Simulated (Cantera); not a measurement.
A freely propagating, adiabatic, planar premixed flame of CH4 : O2 : N2 = 1 : 1.67 : 6.67 (molar parts), unburnt at 723 K and 0.133 bar; mixture-averaged transport, grid criteria slope 0.08 and curve 0.16, no radiation.

Computed with Cantera and GRI-Mech 3.0 (53 species, 325 reactions). Burning velocities carry a grid error of a few per cent, more on coarse grids.

Question: How do the results move with these cheaper or finer settings: unity-Lewis-number transport; multicomponent transport; multicomponent+Soret transport; grid criteria slope 0.5, curve 1; grid criteria slope 0.25, curve 0.5; grid criteria slope 0.03, curve 0.06?

Answer: 
```csv
setting,laminar burning velocity,thermal thickness,peak x(CH2O),peak x(H),grid points
as above,229 cm/s,1.95 mm,0.00125,0.0187,151
unity-Lewis-number transport,139 cm/s,2.44 mm,0.000955,0.0217,139
multicomponent transport,229 cm/s,1.98 mm,0.00125,0.0187,151
multicomponent+Soret transport,227 cm/s,1.96 mm,0.00125,0.0188,151
"grid criteria slope 0.5, curve 1",250 cm/s,2.24 mm,0.00122,0.0198,43
"grid criteria slope 0.25, curve 0.5",237 cm/s,2.07 mm,0.00123,0.0192,70
"grid criteria slope 0.03, curve 0.06",225 cm/s,1.92 mm,0.00125,0.0184,334
```
The base run took about 100 core-seconds (a rough figure).
Unity Lewis numbers drop preferential diffusion, which matters most where H2 and H carry the flame; Soret adds thermal diffusion.
